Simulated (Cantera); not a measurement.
A perfectly stirred reactor is fed with H2 : O2 : N2 = 1 : 0.98 : 3.69 (molar parts), equivalence ratio 0.51, at 0.987 atm; it is adiabatic with a 500 K inlet, and is followed from long to short residence time, starting on the burning branch (τ in s: 0.035, 0.015, 0.0062, 0.0026, 0.0011, 0.00046, 0.00019, 8.1e-05, 3.4e-05).

Cantera simulation using GRI-Mech 3.0 (53 species, 325 reactions); the numbers are that mechanism's predictions, not measurements.

Q: Predict: blow-out, bracketed by the residence times tried; x(H2) at τ = 35.0 ms; x(O2) at τ = 35.0 ms; x(HO2) at τ = 35.0 ms; x(OH) at τ = 35.0 ms; x(NO) at τ = 35.0 ms; x(H2) at τ = 1.10 ms; x(O2) at τ = 1.10 ms; x(HO2) at τ = 1.10 ms; x(OH) at τ = 1.10 ms; x(NO) at τ = 1.10 ms.

A: 
```json
{
 "blow_out_bracketed_by_the_residence_times_tried": "burning at 34.0 µs, the shortest tried",
 "x(H2) at τ = 35.0 ms": "0.000378",
 "x(O2) at τ = 35.0 ms": "0.0922",
 "x(HO2) at τ = 35.0 ms": "2.99e-6",
 "x(OH) at τ = 35.0 ms": "0.00240",
 "x(NO) at τ = 35.0 ms": "2.05e-5",
 "x(H2) at τ = 1.10 ms": "0.00341",
 "x(O2) at τ = 1.10 ms": "0.0913",
 "x(HO2) at τ = 1.10 ms": "1.94e-5",
 "x(OH) at τ = 1.10 ms": "0.00640",
 "x(NO) at τ = 1.10 ms": "1.18e-5"
}
```
